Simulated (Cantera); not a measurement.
Mixture: CH4 : H2 : O2 : N2 = 1 : 1.2 : 6.05 : 22.7 (molar parts), equivalence ratio 0.43, at 0.484 atm, adiabatic and at constant pressure. Ignition delay is the time to a rise of 400 K.

Detailed kinetics in Cantera: GRI-Mech 3.0 (53 species, 325 reactions).

Q: What does this change do: O2 6.05 to 8.7 parts?

A: 
```tsv
quantity	before	after
delay at 1075 K	2.37 ms	1.56 ms
delay at 1175 K	0.907 ms	0.602 ms
delay at 1275 K	0.438 ms	0.306 ms
delay at 1375 K	0.251 ms	0.184 ms
delay at 1475 K	0.160 ms	0.122 ms
delay at 1575 K	0.109 ms	90.8 µs
apparent activation energy between 1375 and 1575 K	75 kJ/mol	64 kJ/mol
```
